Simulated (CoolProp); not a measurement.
The fluid at 293.15 K and 1.96 MPa (liquid) is heated at constant pressure to 461.4 K. The same conditions are run with several fluids, on thermodynamics alone (safety and materials aside).

Computed with CoolProp (reference Helmholtz-energy equation of state of each fluid (R227EA: Lemmon 2016; m-xylene: Zhou 2012; R507A: Lemmon 2003; R113: Marx 1992)). Blends and air are pseudo-pure fits.

```tsv
fluid	heat (kJ/kg)	final phase	final density (kg/m³)
R227EA	[?]	gas	97.5
m-xylene	334	liquid	[?]
R507A	[?]	gas	54.0
R113	252	gas	138
```

**Question.** Some entries are withheld; supply them.

**Answer.** 
- R227EA, heat (kJ/kg): 264
- m-xylene, final density (kg/m³): 707
- R507A, heat (kJ/kg): 320
